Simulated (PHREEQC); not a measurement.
NaOH is added in steps, without added water, to 1 kg of water holding 10 mmol/kgw HF, 0.088 mmol/kgw NH4HF2, 0.29 mmol/kgw (NH4)2SiF6 and 25 mmol/kgw HCl, at 73 °C. Oxygen alone is held at its pressure in air (log pO2 = -0.68). CO2 from the air is kept out. Only these solids could form: SiO2(a), Halite.

Base run: PHREEQC, ion-association model, wateq4f.dat. Each further column changes one thing. The table gives H4SiO4 (mol/kgw).

```tsv
NaOH added (mol)	base	Debye-Hückel limiting law	database phreeqc.dat	all activity coefficients set to 1	Davies equation for every ion
0	0.000262	0.000256	0.000261	0.000278	0.000260
0.00425	0.000253	0.000245	0.000251	0.000273	0.000251
0.01063	0.000228	0.000217	0.000226	0.000259	0.000225
0.01487	0.000199	0.000186	0.000197	0.000239	0.000195
0.02125	0.000118	0.000107	0.000116	0.000162	0.000115
0.0255	5.49e-5	5.03e-5	5.39e-5	7.50e-5	5.33e-5
0.02975	5.87e-5	5.55e-5	5.81e-5	7.30e-5	5.74e-5
0.03612	0.000290	0.000290	0.000290	0.000290	0.000290
0.04038	2.77e-5	2.77e-5	2.89e-5	2.79e-5	2.75e-5
0.04675	9.56e-6	9.50e-6	1.00e-5	9.75e-6	9.47e-6
0.051	6.53e-6	6.45e-6	6.87e-6	6.71e-6	6.45e-6
```

Constants without temperature data keep their 25 °C values here. SiF6-2 is the database's only silicon fluoride. phreeqc.dat and wateq4f.dat share most of their constants, so their agreement is no independent check.
